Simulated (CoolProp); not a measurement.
R124 along the isobar 194 bar: fugacity coefficient from the reference equation and from simpler models built on Tc = 395.4 K, pc = 36.24 bar, ω = 0.288; each cubic takes its own stable root.

Values from CoolProp's reference Helmholtz-energy equation of state, de Vries 1995.

| T (K) | phase | reference | van der Waals | Soave-Redlich-Kwong |
|---|---|---|---|---|
| 370.8 | liquid | 0.1655 | 0.2676 | 0.1813 |
| 377 | liquid | 0.1809 | 0.2793 | 0.1985 |
| 383.1 | liquid | 0.1967 | 0.2908 | 0.2160 |
| 389.3 | liquid | 0.2133 | 0.3026 | ___ |
| 395.4 | liquid | 0.2301 | ___ | 0.2529 |
| 401.6 | supercritical | 0.2476 | 0.3260 | 0.2723 |
| 407.7 | supercritical | ___ | 0.3377 | 0.2917 |
| 413.8 | supercritical | 0.2831 | 0.3493 | 0.3115 |
| 420 | supercritical | 0.3015 | 0.3611 | ___ |
| 426.1 | supercritical | 0.3199 | 0.3727 | 0.3522 |
| 432.3 | supercritical | 0.3388 | ___ | ___ |
| 438.4 | supercritical | 0.3574 | 0.3959 | 0.3935 |
| 444.6 | supercritical | 0.3764 | 0.4076 | 0.4144 |
| 450.7 | supercritical | 0.3951 | 0.4190 | 0.4349 |
| 456.9 | supercritical | 0.4141 | 0.4305 | 0.4557 |

Q: What belongs in the gaps?

A: 
- 389.3, Soave-Redlich-Kwong: 0.2343
- 395.4, van der Waals: 0.3142
- 407.7, reference: 0.2652
- 420, Soave-Redlich-Kwong: 0.3319
- 432.3, van der Waals: 0.3844
- 432.3, Soave-Redlich-Kwong: 0.3730
